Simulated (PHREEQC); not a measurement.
PHREEQC input (ion-association model, wateq4f.dat):

```
SOLUTION_MASTER_SPECIES
  An  An-  0  An  62.0  # stands for a non-complexing anion
SOLUTION_SPECIES
  An- = An-
    -log_k 0
    -gamma 3.0 0
PHASES
  Fix_H+
    H+ = H+
    -log_k 0
SOLUTION 1
  temp 25
  units mmol/kgw
  pH 7 charge
  Na 300
  An 300
END
SELECTED_OUTPUT 1
  -reset false
  -pH true
  -pe true
  -ionic_strength true
  -water true
  -totals Na
  -molalities Hfo_wOH Hfo_wOH2+ Hfo_wO- Hfo_sOH Hfo_sOH2+ Hfo_sO-
USER_PUNCH 1
  -headings sigma psi
  10 PUNCH EDL("sigma", "Hfo"), EDL("psi", "Hfo")
PRINT
  -reset false
USE solution 1
SURFACE 1
  Hfo_wOH 0.000382022 600 0.17
  Hfo_sOH 9.55056e-06
EQUILIBRIUM_PHASES 1
  Fix_H+ -4 HAn 10
    -force_equality true
  O2(g) -0.68 10
END
# ... the last block is repeated for the other 12 points of pH, with NaOH or the acid as the point needs
```

Selected output (columns that matter, 13 of 13 rows; pH added in front):

```
pH	mu	Na	m_Hfo_wOH	m_Hfo_wOH2+	m_Hfo_wO-	m_Hfo_sOH	m_Hfo_sOH2+	m_Hfo_sO-	sigma	psi
4	0.30031	0.3	2.2114e-05	0.00035988	3.1129e-08	5.5284e-07	8.9969e-06	7.7822e-10	0.34893	0.12296
4.67	0.30019	0.3	6.8452e-05	0.00031323	3.427e-07	1.7113e-06	7.8307e-06	8.5675e-09	0.30339	0.11592
5.33	0.30013	0.3	0.00014047	0.00023966	1.8862e-06	3.5118e-06	5.9916e-06	4.7155e-08	0.23056	0.10222
6	0.30008	0.3	0.00021087	0.00016498	6.1747e-06	5.2718e-06	4.1244e-06	1.5437e-07	0.15398	0.082617
6.67	0.30005	0.3	0.00025941	0.00010839	1.4222e-05	6.4851e-06	2.7099e-06	3.5554e-07	0.091316	0.059095
7.33	0.30002	0.3	0.00028453	7.1588e-05	2.5906e-05	7.1132e-06	1.7897e-06	6.4766e-07	0.044296	0.033085
8	0.3	0.3	0.00029309	4.7525e-05	4.1407e-05	7.3272e-06	1.1881e-06	1.0352e-06	0.0059325	0.004737
8.67	0.30002	0.30004	0.0002889	3.0566e-05	6.2555e-05	7.2225e-06	7.6415e-07	1.5639e-06	-0.031019	-0.023928
9.33	0.30007	0.30011	0.00027004	1.7722e-05	9.4262e-05	6.7509e-06	4.4305e-07	2.3566e-06	-0.074219	-0.050702
10	0.30022	0.30029	0.00022954	8.376e-06	0.00014411	5.7385e-06	2.094e-07	3.6026e-06	-0.13161	-0.075257
10.67	0.30079	0.3009	0.00016516	2.9211e-06	0.00021393	4.1291e-06	7.3029e-08	5.3484e-06	-0.20461	-0.096284
11.33	0.30329	0.30344	9.0336e-05	6.4234e-07	0.00029104	2.2584e-06	1.6059e-08	7.276e-06	-0.28159	-0.11192
12	0.31496	0.31514	3.2179e-05	6.7821e-08	0.00034977	8.0448e-07	1.6955e-09	8.7443e-06	-0.3391	-0.12031
```

Species that the database lacks are ignored.
